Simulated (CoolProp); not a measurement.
The fluid at 298.15 K and 0.892 MPa is throttled through a valve to 0.168 MPa with no heat exchange. The same conditions are run with several fluids, on thermodynamics alone (safety and materials aside).

Values from CoolProp's reference Helmholtz-energy equation of state of each fluid (sulfur hexafluoride: Guder 2009; CF4 (R14): Platzer 1990; C2F6 (R116): Lemmon 2006; R410A: Lemmon 2003; oxygen: Schmidt 1985). The equations of Platzer and Polt are older, rougher fits. Blends and air are pseudo-pure fits.

Problem. Rank sulfur hexafluoride, CF4 (R14), C2F6 (R116), R410A, oxygen by temperature change (K), highest first.

Solution. oxygen (-1.9), CF4 (R14) (-4.0), C2F6 (R116) (-6.6), sulfur hexafluoride (-7.5), R410A (-16.3)

| fluid | final density (kg/m³) |
|---|---|
| sulfur hexafluoride | 10.4 |
| CF4 (R14) | 6.09 |
| C2F6 (R116) | 9.75 |
| R410A | 5.35 |
| oxygen | 2.19 |
